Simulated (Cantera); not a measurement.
What does this Cantera script print?

```python
import numpy as np
import cantera as ct

gas = ct.Solution("gri30.yaml", transport_model="mixture-averaged")
show = ['CO2', 'NH3', 'N2']

rows = []
print(f"{'T/K':>7s}{'rho':>11s}{'cp':>10s}{'mu':>11s}{'lambda':>11s}{'Pr':>7s}" + "".join(f"{'D_' + s:>11s}" for s in show))
for T in [400, 550, 700, 850, 1000, 1150, 1300]:
    gas.TPX = T, 101325, {'NO': 0.27, 'H2O': 0.25}
    Pr = gas.cp_mass * gas.viscosity / gas.thermal_conductivity
    D = [gas.mix_diff_coeffs_mole[gas.species_index(s)] for s in show]
    rows.append([gas.density, gas.cp_mass, gas.viscosity, gas.thermal_conductivity, Pr, *D])
    print(f"{T:7g}{gas.density:11.4e}{gas.cp_mass:10.1f}{gas.viscosity:11.4e}"
          f"{gas.thermal_conductivity:11.4e}{Pr:7.3f}" + "".join(f"{d:11.4e}" for d in D))
print("SI units: kg/m3, J/kg/K, Pa s, W/m/K, m2/s")
```

Output:

```
    T/K        rho        cp         mu     lambda     Pr      D_CO2      D_NH3       D_N2
    400 7.3854e-01    1321.4 1.8840e-05 3.4541e-02  0.721 2.7249e-05 3.6409e-05 3.6409e-05
    550 5.3712e-01    1369.8 2.4733e-05 4.7456e-02  0.714 4.9206e-05 6.7605e-05 6.4157e-05
    700 4.2202e-01    1429.9 3.0235e-05 6.0956e-02  0.709 7.6063e-05 1.0674e-04 9.7621e-05
    850 3.4755e-01    1489.8 3.5412e-05 7.4778e-02  0.705 1.0729e-04 1.5298e-04 1.3625e-04
   1000 2.9542e-01    1547.0 4.0315e-05 8.8689e-02  0.703 1.4252e-04 2.0573e-04 1.7966e-04
   1150 2.5688e-01    1599.0 4.4983e-05 1.0253e-01  0.702 1.8148e-04 2.6451e-04 2.2756e-04
   1300 2.2724e-01    1646.4 4.9447e-05 1.1620e-01  0.701 2.2396e-04 3.2895e-04 2.7972e-04
SI units: kg/m3, J/kg/K, Pa s, W/m/K, m2/s
```

Cantera simulation using GRI-Mech 3.0 (53 species, 325 reactions); the numbers are that mechanism's predictions, not measurements. Polar gases are described roughly by these parameters. The composition is frozen, though it would react at the higher temperatures.
